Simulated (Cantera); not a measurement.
Cantera run:

```python
import numpy as np
import cantera as ct

gas_names = """
    CL CLO CL2 H HCL HOCL HO2 H2 H2O H2O2 Mg MgCL MgCL2 MgH MgO MgOH MgO2H2 Mg2 O OH O2 O3
""".split()
cond_names = """
    H2O(s) H2O(L) Mg(cr) Mg(L) MgCL2(s) MgCL2(L) MgO(s) MgO(L) MgO2H2(s)
""".split()


# ... load() reads the species with a 1 bar reference pressure and builds the phases ...
atoms = {
    'MgO': {'Mg': 1, 'O': 1},
    'HCl': {'H': 1, 'CL': 1},
    'H2': {'H': 2},
}
top_T = {}  # K; cautious upper limits of use, not melting points


# ... equilibrate(T, P, feed) seeds the gas with the atoms and calls Mixture.equilibrate('TP', solver="vcs", rtol=1e-11, max_steps=5000) ...
results = []
feed = {'MgO': 1, 'HCl': 0.69, 'H2': 0.19}  # mol
P = 750000  # Pa
for T in [850, 900, 950, 1000, 1050, 1100, 1150, 1200, 1250]:
    mix = equilibrate(T, P, feed)
    results.append((T, P, feed, dict(zip(mix.species_names, mix.species_moles))))

top = {s: max(r[3][s] / sum(r[3][g] for g in gas_names) for r in results) for s in gas_names}
cols = sorted((s for s in top if top[s] > 1e-06), key=lambda s: -top[s])[:6]
seen = [c for c in cond_names if any(r[3].get(c, 0) > 1e-12 for r in results)]
print("log10 of partial pressures in bar; condensed amounts in mol")
print(f"{'T/K':>10s}" + "".join(f"{s[:9]:>10s}" for s in cols + seen))
for T, P, feed, n in results:
    ng = sum(n[g] for g in gas_names)
    print(f"{T:10.4g}" + "".join(f"{np.log10(max(n[s] / ng * P / 1e5, 1e-99)):10.3f}" for s in cols)
          + "".join(f"{n.get(c, 0):10.4g}" for c in seen))
```

Result:

```
log10 of partial pressures in bar; condensed amounts in mol
       T/K       HCL       H2O        H2     MgCL2  MgCL2(s)  MgCL2(L)    MgO(s)
       850     0.339     0.483     0.357    -5.878    0.2538         0    0.7462
       900     0.454     0.398     0.334    -5.065    0.2199         0    0.7801
       950     0.542     0.295     0.311    -4.340    0.1832         0    0.8168
      1000     0.601     0.192     0.291    -3.721         0    0.1513    0.8487
      1050     0.628     0.130     0.281    -3.244         0     0.134    0.8659
      1100     0.649     0.069     0.272    -2.814         0    0.1187    0.8811
      1150     0.666     0.010     0.265    -2.425         0    0.1052    0.8944
      1200     0.680    -0.047     0.258    -2.071         0   0.09334    0.9058
      1250     0.690    -0.100     0.252    -1.748         0   0.08251    0.9156
```

Method: chemical equilibrium by Gibbs-energy minimisation in Cantera with the NASA 1993 tables (ideal gas, pure condensed phases). Mutual solubility and eutectic melting of coexisting phases are not modelled. Condensed phases not in the tables: MgOHCl.
